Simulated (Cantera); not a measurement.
An isothermal, constant-pressure homogeneous reactor starts with 23.1 % CH4, 71.8 % CO2, 5.09 % H2, at 1398 K and 443 Torr.

Cantera simulation using GRI-Mech 3.0 (53 species, 325 reactions); the numbers are that mechanism's predictions, not measurements.

### Question
Predict: x(CH4) at 7.00 s; x(CO2) at 7.00 s; x(H2) at 7.00 s; x(CO) at 7.00 s; x(CH2CO) at 7.00 s.

### Answer
```json
{
  "x(CH4) at 7.00 s": "0.112 (gas-phase equilibrium 1.25e-7)",
  "x(CO2) at 7.00 s": "0.502 (gas-phase equilibrium 0.176)",
  "x(H2) at 7.00 s": "0.0501 (gas-phase equilibrium 0.195)",
  "x(CO) at 7.00 s": "0.148 (gas-phase equilibrium 0.473)",
  "x(CH2CO) at 7.00 s": "1.72e-5 (gas-phase equilibrium 2.38e-12)"
}
```
